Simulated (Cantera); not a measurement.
A perfectly stirred reactor is fed with H₂ : O₂ : N₂ = 1 : 0.877 : 6.58 (molar parts), at 0.630 bar; it is adiabatic with a 373 K inlet, and is followed from long to short residence time, starting on the burning branch (τ in s: 0.14, 0.062, 0.027, 0.012, 0.0052, 0.0023, 0.00098, 0.00043, 0.00019, 8.2e-05, 3.6e-05, 1.6e-05, 6.8e-06).

Detailed kinetics in Cantera: the H2/O2 subset of GRI-Mech 3.0, which has no nitrogen chemistry.

**Question.** What does this change do: O2 0.877 to 1.1 parts?

**Answer.** 
```json
[
 {"quantity": "blow-out, bracketed by the residence times tried", "before": "burning at 0.430 ms, out at 0.190 ms", "after": "burning at 0.430 ms, out at 0.190 ms"},
 {"quantity": "x(H₂) at τ = 0.140 s", "before": "0.000277", "after": "0.000245"},
 {"quantity": "x(O₂) at τ = 0.140 s", "before": "0.0474", "after": "0.0733"},
 {"quantity": "x(OH) at τ = 0.140 s", "before": "0.000353", "after": "0.000310"},
 {"quantity": "x(HO₂) at τ = 0.140 s", "before": "5.86e-6", "after": "6.92e-6"},
 {"quantity": "x(H₂O) at τ = 0.140 s", "before": "0.125", "after": "0.122"},
 {"quantity": "x(H₂) at τ = 0.980 ms", "before": "0.00767", "after": "0.00706"},
 {"quantity": "x(O₂) at τ = 0.980 ms", "before": "0.0505", "after": "0.0759"},
 {"quantity": "x(OH) at τ = 0.980 ms", "before": "0.00128", "after": "0.00124"},
 {"quantity": "x(HO₂) at τ = 0.980 ms", "before": "2.57e-5", "after": "3.60e-5"},
 {"quantity": "x(H₂O) at τ = 0.980 ms", "before": "0.115", "after": "0.113"}
]
```
